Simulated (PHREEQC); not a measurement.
Consider water at 10 °C with 0.0015 mol NaHSO4 per kg of water. Closed to the air; pH follows from the charge balance.

Computed with PHREEQC (ion-association model, phreeqc.dat).

```json
{
 "pH": "2.88",
 "ionic_strength": "0.00427 mol/kgw",
 "specific_conductance": "507 µS/cm",
 "total_alkalinity": "-1.50 meq/kg"
}
```

```tsv
species	molality	activity	log γ
Na+	0.00149	0.00139	-0.030
H+	0.00139	0.00131	-0.027
SO4-2	0.00139	0.00106	-0.118
HSO4-	0.000106	9.91e-5	-0.030
NaSO4-	7.15e-6	6.69e-6	-0.029
```

Precipitation was switched off in this run. Away from 25 °C the constants follow the database's enthalpies or fits; those with neither stay at their 25 °C values.
